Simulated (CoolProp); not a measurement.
A Linde-Hampson liquefier for dry air: isothermal reversible compression at 230 K from 1 atm to 5 MPa, throttling to 1 atm, return gas leaving the recuperator 0 K below the feed. Each further row changes one setting.

The numbers come from the reference Helmholtz-energy equation of state, Lemmon 2000 in CoolProp. It is a pseudo-pure fit of the blend.

```
case                        liquid yield per pass  compression work (kJ/kg of gas)
--------------------------  ---------------------  -------------------------------
as stated                              (withheld)                              253
high pressure 10 MPa                   (withheld)                       (withheld)
warm-end temperature 260 K             (withheld)                       (withheld)
warm-end gap 5 K                       (withheld)                              253
```

Q: Fill in the missing entries.

A: 
- as stated, liquid yield per pass: 0.052
- high pressure 10 MPa, liquid yield per pass: 0.103
- high pressure 10 MPa, compression work (kJ/kg of gas): 295
- warm-end temperature 260 K, liquid yield per pass: 0.037
- warm-end temperature 260 K, compression work (kJ/kg of gas): 288
- warm-end gap 5 K, liquid yield per pass: 0.039
